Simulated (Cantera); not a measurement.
## Equilibrium for silicon etching in halogen gases: Si + Cl2 + N2 + H2

Feed: 1 mol Si, 0.59 mol Cl2, 28 mol N2, 0.002 mol H2, at 0.0345 Torr.

These are equilibrium values from Cantera (NASA tables, ideal gas, pure condensed phases), not measurements of a reactor. Candidate condensed phases: NH4Cl, Si, Si3N4; 28 gas species. N2 is the only nitrogen source here; it is nearly inert below about 1500 K, so the nitride shown seldom forms there in practice. The tables' values for SiCl3, SiCl, SiN are old estimates; treat these amounts as uncertain. Kinetics and transport are ignored.

From 523 K to 1423 K the condensed part is Si3N4(s). At 1573 K the condensed part is Si(s). At 1723 K nothing is condensed. The main Si-bearing gas is SiCl4 at 523 K and SiCl2 at 1723 K.

```csv
T (K),log p N2,log p SiCl2,log p Si,log p SiCl4,log p Cl,log p SiCl3,log p SiCl,log p HCl,n Si3N4(s),n Si(s)
523,-4.34,<-16,<-16,-6.31,<-16,-16.04,<-16,-8.18,0.235,0
673,-4.34,-15.61,<-16,-6.31,<-16,-12.30,<-16,-8.18,0.235,0
823,-4.34,-11.59,<-16,-6.31,-13.39,-9.93,<-16,-8.18,0.235,0
973,-4.34,-8.82,<-16,-6.32,-11.18,-8.30,<-16,-8.18,0.235,0
1123,-4.34,-6.86,-16.07,-6.43,-9.58,-7.19,-13.50,-8.18,0.218,0
1273,-4.35,-6.06,-12.26,-7.90,-8.70,-7.39,-10.89,-8.19,0.144,0
1423,-4.35,-6.02,-9.26,-10.23,-8.29,-8.43,-9.13,-8.20,0.138,0
1573,-4.35,-6.03,-7.26,-11.77,-7.77,-9.11,-7.93,-8.24,0,0.378
1723,-4.35,-6.07,-6.18,-12.51,-7.06,-9.42,-7.25,-8.32,0,0
```
log p: log10 of the partial pressure in bar; n: condensed amount in mol.
